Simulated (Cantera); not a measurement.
# Diamond growth

A diamond (100) surface in a fixed gas of H2 with x(CH4) = 0.02, x(H) = 0.0049, x(CH3) = 3.2e-05, at 1100 K; coverages are run to steady state.

Computed with Cantera and the Harris–Goodwin 1993 mechanism for the reconstructed diamond (100) surface.

| P (Pa) | growth (µm/h) | θ c6HH | θ c6H* | θ c6*H | θ c6** | θ c6HM |
|---|---|---|---|---|---|---|
| 780 | 0.0629 | 0.513 | 0.0278 | 0.441 | 0.0179 | 0.000694 |
| 1300 | 0.141 | 0.512 | 0.0278 | 0.440 | 0.0179 | 0.000969 |
| 2100 | 0.287 | 0.512 | 0.0278 | 0.440 | 0.0179 | 0.00125 |
| 3300 | 0.538 | 0.512 | 0.0278 | 0.440 | 0.0179 | 0.00151 |
| 5400 | 1.02 | 0.512 | 0.0278 | 0.440 | 0.0179 | 0.00176 |
| 8800 | 1.83 | 0.512 | 0.0278 | 0.440 | 0.0179 | 0.00196 |
| 14000 | 3.11 | 0.511 | 0.0279 | 0.439 | 0.0179 | 0.00209 |
| 23000 | 5.35 | 0.511 | 0.0280 | 0.439 | 0.0180 | 0.00220 |
θ: site fractions in the mechanism's names (c6HH fully hydrogenated, c6H* and c6*H radical sites, c6** diradical, c6HM methylated).
